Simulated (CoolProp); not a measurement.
Model: reference Helmholtz-energy equation of state, Lemmon 2022, in CoolProp.

**Question.** For R1234yf, give the phase and the density (kg/m³), cp (kJ/(kg K)), conductivity (mW/(m K)) at 313.3 K and 3.88 MPa.

**Answer.** 
- 313.3 K and 3.88 MPa: liquid; density 1060, cp 1.41, conductivity 61.7

Thermal conductivity comes from a separate model (Perkins 2011).
